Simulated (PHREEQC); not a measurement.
Solution (25 °C): 85 mmol/kgw CdCl2, 1.1 mmol/kgw MgSO4 and 0.19 mmol/kgw NaHCO3. Closed to the air; pH follows from the charge balance.

The numbers come from PHREEQC with the ion-association model, wateq4f.dat.

The ionic strength comes out as 0.112 mol/kgw. What activity coefficients do Cl-, CdHCO3+, Cd(SO4)2-2, CdCl+, CdCl3- get?

Cl- 0.76, CdHCO3+ 0.77, Cd(SO4)2-2 0.36, CdCl+ 0.77, CdCl3- 0.77.

This is a speciation only: nothing precipitates in the calculation. Saturation is exceeded, for instance for Otavite; the values hold only as long as no solid forms. Complexes and solids missing from the database can't appear.
